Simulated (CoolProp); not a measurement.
500 sccm (0 °C, 1 atm) of nitrogen bubbles through liquid n-nonane at 363.3 K and leaves saturated at a total pressure of 0.0716 MPa (ideal gas phase). Each further row changes one setting.

Computed with CoolProp (reference Helmholtz-energy equation of state, Lemmon 2006). It is a short technical equation, of lower accuracy than the large ones.

| case | vapour pressure (kPa) | mole fraction of vapour | delivery (mg/min) | delivery (sccm) | change of delivery for a bath 1 K warmer (%) |
|---|---|---|---|---|---|
| as stated | 14.6 | … | … | … | 5.0 |
| bath temperature 368.3 K | … | 0.246 | 934 | … | 5.1 |
| total pressure 0.143 MPa | 14.6 | 0.102 | … | … | 4.4 |

### Question
Some entries are withheld; supply them.

### Answer

- as stated, mole fraction of vapour: 0.203
- as stated, delivery (mg/min): 731
- as stated, delivery (sccm): 128
- bath temperature 368.3 K, vapour pressure (kPa): 17.6
- bath temperature 368.3 K, delivery (sccm): 163
- total pressure 0.143 MPa, delivery (mg/min): 325
- total pressure 0.143 MPa, delivery (sccm): 56.7
